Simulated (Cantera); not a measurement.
A freely propagating, adiabatic, planar premixed flame of CH₄ : CO : O₂ : N₂ : H₂O = 1 : 0.043 : 2.66 : 7.45 : 0.43 (molar parts), equivalence ratio 0.76, unburnt at 450 K and 16000 Pa; mixture-averaged transport, grid criteria slope 0.08 and curve 0.16, no radiation.

Computed with Cantera and GRI-Mech 3.0 (53 species, 325 reactions). Burning velocities carry a grid error of a few per cent, more on coarse grids.

Question: How do the results move with these cheaper or finer settings: unity-Lewis-number transport; multicomponent transport; multicomponent+Soret transport; grid criteria slope 0.5, curve 1; grid criteria slope 0.25, curve 0.5; grid criteria slope 0.03, curve 0.06?

Answer: 
```
setting                               laminar burning velocity  thermal thickness  peak x(H₂)  grid points  grid points
------------------------------------  ------------------------  -----------------  ----------  -----------  -----------
as above                                              124 cm/s            1.66 mm      0.0196          152          152
unity-Lewis-number transport                         90.8 cm/s            1.85 mm      0.0186          136          136
multicomponent transport                              125 cm/s            1.68 mm      0.0198          152          152
multicomponent+Soret transport                        123 cm/s            1.67 mm      0.0189          153          153
grid criteria slope 0.5, curve 1                      134 cm/s            1.86 mm      0.0200           49           49
grid criteria slope 0.25, curve 0.5                   128 cm/s            1.71 mm      0.0197           72           72
grid criteria slope 0.03, curve 0.06                  123 cm/s            1.63 mm      0.0195          389          389
```
The base run took about 19 core-seconds (a rough figure).
Unity Lewis numbers drop preferential diffusion, which matters most where H2 and H carry the flame; Soret adds thermal diffusion.
